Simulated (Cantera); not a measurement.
# Thermodynamics of oxide etching and cleaning by halides, feed CaO + HCl

A closed system holds: 1 mol CaO, 50 mol HCl, at 46.5 Torr.

These are equilibrium values from Cantera (NASA tables, ideal gas, pure condensed phases), not measurements of a reactor. Candidate condensed phases: Ca, CaCl2, CaO, Ca(OH)2, H2O; 21 gas species. Condensed phases not in the tables: oxide chlorides. Kinetics and transport are ignored.

```
T (K)  x HCl      x Cl   x H2O  x CaCl2      x H2       x H  n CaCl2(s)  n CaCl2(l)
-----  -----  --------  ------  -------  --------  --------  ----------  ----------
873    0.980   1.76e-7  0.0204  1.47e-9   1.07e-6    <1e-12        1.00           0
1023   0.980   5.21e-6  0.0204  8.22e-7   8.30e-6  4.79e-11       1.000           0
1173   0.979   5.92e-5  0.0204  5.96e-5   4.69e-5   3.24e-9           0       0.997
1323   0.978  0.000358  0.0204  0.00144  0.000213   9.30e-8           0       0.929
1473   0.960   0.00143  0.0200   0.0172  0.000767   1.41e-6           0       0.140
1623   0.953   0.00438  0.0200   0.0200   0.00226   1.32e-5           0           0
1773   0.943    0.0111  0.0199   0.0199   0.00560   8.55e-5           0           0
1923   0.924    0.0240  0.0197   0.0198    0.0120  0.000414           0           0
```
x: gas mole fraction; n: condensed amount in mol.

From 873 K to 1023 K the condensed part is CaCl2(s). From 1173 K to 1473 K the condensed part is CaCl2(l). From 1623 K to 1923 K nothing is condensed.
